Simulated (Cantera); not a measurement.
Feed: 1 mol SiCl₄, 1.6 mol N₂, equilibrated at 852 °C and 20.3 Torr.

Method: chemical equilibrium by Gibbs-energy minimisation in Cantera with the NASA 1993 tables (ideal gas, pure condensed phases). Candidate condensed phases: Si, Si₃N₄; 13 gas species. The tables' values for SiCl₃ are old estimates; treat these amounts as uncertain. The numbers say what is thermodynamically allowed, not how fast it happens.

Base state: N₂ 0.615, SiCl₄ 0.385, SiCl₃ 3.03e-5, Cl 2.33e-5 (mole fractions); condensed: gas only.

Q: What changes in the equilibrium state with this change: SiCl₄ replaced by SiHCl₃?

A: 
| species | before | after |
|---|---|---|
| N₂ | 0.615 | 0.478 |
| HCl | 0 | 0.267 |
| SiCl₄ | 0.385 | 0.205 |
| H₂ | 0 | 0.0484 |
| SiHCl₃ | 0 | 0.000647 |
| SiCl₂ | 2.93e-8 | 0.000101 |
| Si₃N₄(s), mol | 0 | 0.144 |
N₂ is the only nitrogen source here; it is nearly inert below about 1500 K, so the nitride shown seldom forms there in practice. Further candidate phases: NH₄Cl.
